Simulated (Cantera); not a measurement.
Transport properties of process gases

Gas mixture: 100 % NO, at 0.000230 bar, frozen composition.

Cantera's kinetic-theory transport with the Lennard-Jones parameters of GRI-Mech 3.0, ideal gas; thermal conductivity in the mixture-averaged form. The composition is frozen, though it would react at the higher temperatures.

```tsv
T (K)	ρ (kg/m³)	cp (J/kg/K)	μ (µPa s)	λ (mW/m/K)	Pr	D (cm²/s) NO	D (cm²/s) C₂H₂	D (cm²/s) CH₄
400	0.000208	998.6	23.1	32.4	0.712	0.000	1220	1620
550	0.000151	1028	28.9	42.0	0.707	0.000	2130	2820
700	0.000119	1067	34.0	51.3	0.707	0.000	3220	4250
850	9.77e-5	1104	38.6	60.2	0.708	0.000	4480	5890
1000	8.30e-5	1133	42.9	68.6	0.709	0.000	5890	7740
1150	7.22e-5	1153	47.0	76.7	0.707	0.000	7450	9770
```
D: mixture-averaged diffusion coefficient of that species in the mixture.
